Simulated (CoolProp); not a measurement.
Vapour-liquid equilibrium of R143a (1) + dimethyl ether (2) at 4.87 kPa; x and y are mole fractions of (1).

The numbers come from the multi-fluid Helmholtz-energy mixture model, Lemmon and Jacobsen 2000 and Wu 2011; pair parameters Bell 2016 in CoolProp.

```csv
x,bubble temperature (K),y at the bubble point,dew temperature at overall composition x (K),liquid density (mol/L)
0.05,193.3,(withheld),195.1,17.37
0.125,190.5,0.411,194.2,17.23
0.2,188.3,0.546,193.3,17.07
0.275,186.5,0.641,192.4,16.91
0.35,185.1,0.712,191.4,16.75
0.425,183.8,(withheld),190.3,16.58
0.5,182.8,0.812,189.1,16.42
0.575,181.8,0.849,(withheld),16.25
0.65,180.9,0.882,186.4,16.09
0.725,180.1,0.911,184.8,15.93
0.8,179.4,(withheld),183.0,15.77
0.875,178.7,0.962,181.1,15.61
0.95,178.0,0.985,179.0,15.46
```

### Question
Some entries are withheld; supply them.

### Answer

- 0.05, y at the bubble point: 0.206
- 0.425, y at the bubble point: 0.767
- 0.575, dew temperature at overall composition x (K): 187.8
- 0.8, y at the bubble point: 0.937

No azeotrope shows between x = 0.05 and 0.95.

Pair parameters are fitted to limited data, so mixtures are less certain than the pure fluids.
